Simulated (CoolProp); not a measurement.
Saturation properties of carbon monoxide (Tc = 132.9 K, pc = 3.498 MPa, ω = 0.050).

The numbers come from the reference Helmholtz-energy equation of state, Lemmon 2006 in CoolProp. It is a short technical equation, of lower accuracy than the large ones.

```tsv
T (K)	p (MPa)	liquid density (kg/m³)	vapour Z	surface tension (mN/m)
76.4	0.05335	815.7	…	10.6
80.1	0.08474	799.9	0.9637	9.85
83.9	…	783.2	…	9.04
87.7	0.1918	766.1	0.9351	…
91.4	…	748.7	0.9172	…
95.2	0.3747	730.1	0.8960	6.69
98.9	0.5014	711.2	0.8725	5.94
102.7	0.6612	690.7	…	5.18
106.5	0.8549	668.9	0.8143	…
110.2	1.080	646.2	0.7806	3.73
114	1.352	620.7	0.7417	3.02
```

Problem. Fill in the missing entries.

Solution. 
- 76.4, vapour Z: 0.9740
- 83.9, p (MPa): 0.1301
- 83.9, vapour Z: 0.9507
- 87.7, surface tension (mN/m): 8.24
- 91.4, p (MPa): 0.2708
- 91.4, surface tension (mN/m): 7.47
- 102.7, vapour Z: 0.8451
- 106.5, surface tension (mN/m): 4.44

It boils at 81.6 K under 1 atm.

Surface tension comes from a separate correlation (Mulero 2012).
